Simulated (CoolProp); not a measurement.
Saturation properties of dodecamethylcyclohexasiloxane (D6) (Tc = 372.6 °C, pc = 0.9614 MPa, ω = 0.736).

Values from CoolProp's reference Helmholtz-energy equation of state, Colonna 2008. It is a short technical equation, of lower accuracy than the large ones.

```
T (°C)  p (MPa)  vapour density (kg/m³)  liquid cp (kJ/(kg K))  surface tension (mN/m)
------  -------  ----------------------  ---------------------  ----------------------
179.15        …                       …                      …                    7.48
201.45  0.03443                   4.049                  1.932                    6.15
223.75  0.06169                   7.108                      …                    4.92
246.05   0.1038                   11.86                  2.030                    3.80
268.35   0.1659                   19.10                  2.085                    2.79
290.55   0.2537                       …                  2.148                    1.91
312.85        …                   46.95                  2.231                    1.15
335.15        …                   74.59                  2.360                   0.546
```

Question: What belongs in the gaps?

Answer: 
- 179.15, p (MPa): 0.01780
- 179.15, vapour density (kg/m³): 2.159
- 179.15, liquid cp (kJ/(kg K)): 1.885
- 223.75, liquid cp (kJ/(kg K)): 1.980
- 290.55, vapour density (kg/m³): 30.01
- 312.85, p (MPa): 0.3758
- 335.15, p (MPa): 0.5419

It boils at 245.0 °C under 1 atm.

Surface tension comes from a separate correlation (Mulero 2014).
